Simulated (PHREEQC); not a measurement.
Solution (25 °C): 34 mmol/kgw CuCl2 and 44 mmol/kgw H3BO3. Closed to the air; pH follows from the charge balance.

The numbers come from PHREEQC with the ion-association model, phreeqc.dat.

The pH comes out as 4.48 and the ionic strength comes out as 0.0973 mol/kgw. The specific conductance is 6620 µS/cm and the density is 1.002 g/cm³.

```csv
species,molality,activity,log γ
Cl-,0.0657,0.0505,-0.114
H3BO3,0.0440,0.0450,0.010
Cu+2,0.0317,0.0128,-0.394
CuCl+,0.00225,0.00173,-0.113
CuCl2,4.60e-5,4.70e-5,0.010
H+,4.04e-5,3.34e-5,-0.083
Cu2(OH)2+2,1.70e-5,6.38e-6,-0.426
CuOH+,4.95e-6,3.82e-6,-0.113
H2BO3-,9.91e-7,7.76e-7,-0.106
Cu(OH)2,2.33e-7,2.38e-7,0.010
CuCl3-,1.09e-8,8.42e-9,-0.113
```

No solid was allowed to form.
